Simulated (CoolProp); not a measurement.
C2F6 (R116) along the isotherm 286 K: Z from the reference equation and from simpler models built on Tc = 293.0 K, pc = 3.048 MPa, ω = 0.257; each cubic takes its own stable root.

Computed with CoolProp (reference Helmholtz-energy equation of state, Lemmon 2006). It is a short technical equation, of lower accuracy than the large ones.

```tsv
p (MPa)	phase	reference	van der Waals	Soave-Redlich-Kwong	Peng-Robinson
1.17	gas	0.8419	0.8635	0.8412	0.8269
2.34	gas	0.5930	0.6598	0.6034	0.5772
3.52	liquid	0.1933	0.2847	0.2237	0.2004
4.69	liquid	0.2452	0.3479	0.2747	0.2460
5.86	liquid	0.2965	0.4134	0.3258	0.2918
7.03	liquid	0.3469	0.4785	0.3759	0.3367
8.21	liquid	0.3968	0.5434	0.4256	0.3812
9.38	liquid	0.4456	0.6069	0.4738	0.4245
10.5	liquid	0.4917	0.6670	0.5193	0.4653
11.7	liquid	0.5405	0.7306	0.5673	0.5083
12.9	liquid	0.5886	0.7936	0.6146	0.5508
14.1	liquid	0.6362	0.8559	0.6613	0.5927
15.2	liquid	0.6794	0.9125	0.7036	0.6308
```
